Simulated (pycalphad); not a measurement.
Computed with pycalphad from the COST 507 light-alloy database (1999), at 1 atm. These are 1990s assessments: newer ones move some temperatures and phases. Amounts are mole fractions of atoms.

**Question.** Give the equilibrium state of Al-0.45Si-11.68Mn (at.%) at 970 K.

**Answer.** AL6MN, fraction 0.652, with no Si, 14.3 Mn at.%; liquid, fraction 0.268, with 0.34 Si, 2.0 Mn at.%; ALMNSI_BETA, fraction 0.080, with 4.5 Si, 23.1 Mn at.%.

**Question.** Give the equilibrium state of Al-0.45Si-11.68Mn (at.%) at 730 K.

**Answer.** 
```
T = 730.00 K, P = 101325 Pa, N = 1 mol of atoms
G = -36902 J/mol, H = -2893 J/mol, S = 46.59 J/(mol K)  (SER reference)
chemical potentials (J/mol): Al -26453, Si -47843, Mn -115087
phase             fraction      x(Al)      x(Si)      x(Mn)
AL6MN               0.4817     0.8571       none     0.1429
AL12MN              0.4346     0.9231       none     0.0769
ALMNSI_ALPHA        0.0837     0.7723     0.0538     0.1739
```

Database names, with the compositions (at.%) that they take in these runs: ALMNSI_BETA: Al 72 Mn 23 Si 4; AL6MN: Al 86 Mn 14; ALMNSI_ALPHA: Al 75-78 Mn 17 Si 4-8; AL12MN: Al 92 Mn 8. An entry "none" or "no" means that the model of the phase leaves that element out.
